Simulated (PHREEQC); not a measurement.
Dissolve 47 mmol/kgw MgCl2 and 0.61 mmol/kgw MgSO4 at 25 °C. Closed to the air; pH follows from the charge balance.

Computed with PHREEQC (ion-association model, phreeqc.dat).

### Question
The ionic strength comes out as 0.142 mol/kgw. What activity coefficients do SO4-2, Mg+2, Cl- get?

### Answer
SO4-2 0.33, Mg+2 0.37, Cl- 0.74.

Precipitation was switched off in this run.
